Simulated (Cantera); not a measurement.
Mixture: C3H8 : O2 : N2 : H2O = 1 : 5.49 : 22.5 : 4.2 (molar parts), equivalence ratio 0.91, at 338 Torr, adiabatic and at constant volume. Ignition delay is the time to a rise of 400 K.

Computed with Cantera and GRI-Mech 3.0 (53 species, 325 reactions). GRI-Mech 3.0 was tuned for natural gas; its chemistry of propane as a main component is partial and can be far from experiment. Where the delays flatten at high temperature, the 400 K rule measures the pace of heat release, not the induction time.

### Question
Predict: delay at 1250 K; delay at 1450 K; delay at 1650 K; delay at 1850 K; delay at 2050 K; apparent activation energy between 1950 and 2150 K.

### Answer
| Item | Result |
|---|---|
| delay at 1250 K | 3.97 ms |
| delay at 1450 K | 0.224 ms |
| delay at 1650 K | 45.3 µs |
| delay at 1850 K | 18.6 µs |
| delay at 2050 K | 10.7 µs |
| apparent activation energy between 1950 and 2150 K | 78 kJ/mol |
